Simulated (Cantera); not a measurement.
Feed: 1 mol FeS2, 0.25 mol H2S, 2.8 mol N2, at 530000 Pa.

Cantera equilibrium calculation (NASA polynomials, part measured and part estimated; ideal gas, pure solids and liquids). Candidate condensed phases: Fe, FeS, FeS2, S; 16 gas species. FeS: taken at fixed stoichiometry. Rates play no part.

Question: At 1450 K, list the 5 most abundant gas species with their mole fractions, and the condensed phases.

Answer: N2 0.783, S2 0.147, H2S 0.0560, H2 0.0136, SH 0.000589. Condensed: FeS(s).
